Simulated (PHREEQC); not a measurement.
**Polishing slurry liquid**

A solution holds 0.26 mol/kgw HNO3, 7.4e-05 mol/kgw H4SiO4 and 0.14 mol/kgw KH2PO4, at 25 °C. Closed to the air; pH follows from the charge balance.

The numbers come from PHREEQC with the ion-association model, phreeqc.dat.

Each row changes one thing in this solution. Precipitation was switched off in this run.

```
case                                pH  ionic strength (mol/kgw)  SI of Quartz (SiO2)
--------------------------------  ----  ------------------------  -------------------
as made                           0.98                     0.272                -0.11
KH2PO4 from 0.14 to 0.07 mol/kgw  0.82                     0.264                -0.12
temperature from 25 to 65 °C      1.00                     0.269                -0.63
diluted 5-fold with water         1.58                    0.0588                -0.84
temperature from 25 to 15 °C      0.98                     0.274                +0.04
temperature from 25 to 20 °C      0.98                     0.273                -0.04
KH2PO4 left out                   0.69                     0.260                -0.12
KH2PO4 from 0.14 to 0.21 mol/kgw  1.21                     0.289                -0.11
KH2PO4 from 0.14 to 0.7 mol/kgw   2.18                     0.709                -0.05
```

The ionic strength passes 0.7 mol/kgw, the rough limit of the ion-association models, in KH2PO4 from 0.14 to 0.7 mol/kgw. Species that the database lacks are ignored. At this temperature some constants are extrapolated from 25 °C, and those without enthalpy data are left unchanged.
